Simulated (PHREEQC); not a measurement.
30 mol of Carnallite (KMgCl3:6H2O) is brought to equilibrium with 1 kg of water, with rising amounts of Li2SO4, at 25 °C. CO2 from the air is kept out. Only these solids could form: Carnallite, Arcanite, Bischofite, Brucite, Epsomite, Hexahydrite, Kainite, Kieserite, Leonite, Misenite, Schoenite, Sylvite, MgCl2_4H2O.

Model: Pitzer model, pitzer.dat, run in PHREEQC.

### Question
Predict dissolved K (mol/kgw), dissolved Mg (mol/kgw), Sylvite (mol) at Li2SO4 added (mol) = 0.333, 0.833, 1.33, 1.83, 2.

### Answer
```
Li2SO4 added (mol)  dissolved K (mol/kgw)  dissolved Mg (mol/kgw)  Sylvite (mol)
------------------  ---------------------  ----------------------  -------------
0.333                               0.474                    4.21           6.84
0.833                               0.423                    4.02           6.50
1.33                                0.376                    3.80           6.11
1.83                                0.331                    3.58           5.71
2                                   0.317                    3.50           5.58
```
